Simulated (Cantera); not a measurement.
**PbO + H2 + N2 (hydrogen reduction and annealing atmospheres)**

A closed system holds: 1 mol PbO, 15 mol H2, 45 mol N2, held at 1573 K and 7.20 bar.

Equilibrium computed with Cantera from the NASA thermochemical tables; the gas is ideal and each condensed phase is pure. Candidate condensed phases: H2O, Pb, PbO, PbO2, Pb3O4; 27 gas species. The numbers say what is thermodynamically allowed, not how fast it happens.

- x(N2): 0.745
- x(H2): 0.232
- x(H2O): 0.0166
- x(Pb): 0.00667
- x(NH3): 3.48e-5
- x(H): 7.29e-6
- x(Pb2): 4.35e-6
- n(Pb(l)): 0.597 mol
- gas amount: 60.40 mol
